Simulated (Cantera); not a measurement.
Input: 1 mol CO, 0.01 mol O2, held at 977 °C and 1900 Pa.

Equilibrium computed with Cantera from the NASA thermochemical tables; the gas is ideal and each condensed phase is pure. Candidate condensed phases: C; 12 gas species. Kinetics and transport are ignored.

Base state: CO 0.980, CO2 0.0200 (mole fractions); condensed: gas only.

Problem. What changes in the equilibrium state with this change: O2 from 0.01 to 0.065 mol?

Solution. 
```json
[
 {"species": "CO", "before": "0.980", "after": "0.870"},
 {"species": "CO2", "before": "0.0200", "after": "0.130"}
]
```

Problem. What changes in the equilibrium state with this change: temperature from 977 °C to 625 °C?

Solution. 
```csv
species,before,after
CO,0.980,0.908
CO2,0.0200,0.0917
"C(graphite), mol",0,0.0657
```
